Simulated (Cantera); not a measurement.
A Cantera script and what it prints.

```python
import numpy as np
import cantera as ct

gas_names = """
    Br Br2 H HBr H2 Si SiBr SiBr2 SiBr3 SiBr4 SiH SiHBr3 SiH2 SiH2Br2 SiH3 SiH3Br SiH4 Si2 Si3
""".split()
cond_names = """
    Br2(cr) Br2(L) Si(cr) Si(L)
""".split()


# ... load() reads the species with a 1 bar reference pressure and builds the phases ...
atoms = {
    'Si': {'Si': 1},
    'HBr': {'H': 1, 'Br': 1},
    'H2': {'H': 2},
}
top_T = {}  # K; cautious upper limits of use, not melting points


# ... equilibrate(T, P, feed) seeds the gas with the atoms and calls Mixture.equilibrate('TP', solver="vcs", rtol=1e-11, max_steps=5000) ...
results = []
feed = {'Si': 1, 'HBr': 5.2, 'H2': 3.1}  # mol
T = 1123.15  # K
P = 6600  # Pa
mix = equilibrate(T, P, feed)
results.append((T, P, feed, dict(zip(mix.species_names, mix.species_moles))))
print(gas.report(threshold=1e-06))
for i in range(1, mix.n_phases):
    print(f"{mix.phase(i).name:16s} {mix.phase_moles(i):12.5e} mol")
```

Output:

```
       temperature   1123.2 K
          pressure   6600 Pa
           density   0.04381 kg/m^3
  mean mol. weight   61.987 kg/kmol
   phase of matter   gas

                          1 kg             1 kmol
                     ---------------   ---------------
          enthalpy       -4.4654e+05        -2.768e+07  J
   internal energy       -5.9719e+05       -3.7019e+07  J
           entropy            4170.6        2.5852e+05  J/K
    Gibbs function       -5.1307e+06       -3.1804e+08  J
 heat capacity c_p            665.35             41243  J/K
 heat capacity c_v            531.22             32929  J/K

                      mass frac. Y      mole frac. X     chem. pot. / RT
                     ---------------   ---------------   ---------------
                Br        3.1263e-05        2.4253e-05             -23.9
               HBr           0.23457           0.17971            -34.35
                H2          0.022247           0.68406             -20.9
             SiBr2          0.013595         0.0044849            -54.42
             SiBr3         0.0099287         0.0022982            -78.32
             SiBr4           0.69842           0.12451           -102.22
            SiHBr3          0.020937         0.0048282            -88.77
           SiH2Br2        0.00027229        8.8878e-05            -75.32
     [  +11 minor]        1.2681e-06        8.0633e-07

Br2(L)            0.00000e+00 mol
Si(cr)            0.00000e+00 mol
```

These are equilibrium values from Cantera (NASA tables, ideal gas, pure condensed phases), not measurements of a reactor. The tables' values for SiBr3 are old estimates; treat these amounts as uncertain.
